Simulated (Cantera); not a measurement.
# Thermodynamics of iron carbonyl, mercury and lead vapours, feed PbO + H2

Feed: 1 mol PbO, 8.9 mol H2, equilibrated at 1102 °C.

These are equilibrium values from Cantera (NASA tables, ideal gas, pure condensed phases), not measurements of a reactor. Candidate condensed phases: H2O, Pb, PbO, PbO2, Pb3O4; 12 gas species. The numbers say what is thermodynamically allowed, not how fast it happens.

```
P (Pa)    x H2  x H2O      x Pb       x H    x Pb2    x PbO  n Pb(l)
-------  -----  -----  --------  --------  -------  -------  -------
10       0.798  0.101     0.101  0.000306  2.72e-8  1.99e-6        0
52       0.798  0.101     0.101  0.000134  1.41e-7  1.99e-6        0
270      0.798  0.101     0.101   5.89e-5  7.35e-7  1.99e-6        0
1400     0.798  0.101     0.101   2.59e-5  3.81e-6  1.99e-6        0
7200     0.807  0.102    0.0912   1.15e-5  1.60e-5  1.79e-6    0.107
37000    0.872  0.110    0.0177   5.26e-6  3.11e-6  3.49e-7    0.839
190000   0.885  0.112   0.00346   2.34e-6  6.05e-7  6.80e-8    0.969
1000000  0.887  0.112  0.000656   1.02e-6  1.15e-7  1.29e-8    0.994
```
x: gas mole fraction; n: condensed amount in mol.

From 10.0 Pa to 14.0 mbar nothing is condensed. From 72.0 mbar to 10.0 bar the condensed part is Pb(l). The main Pb-bearing gas is Pb throughout.
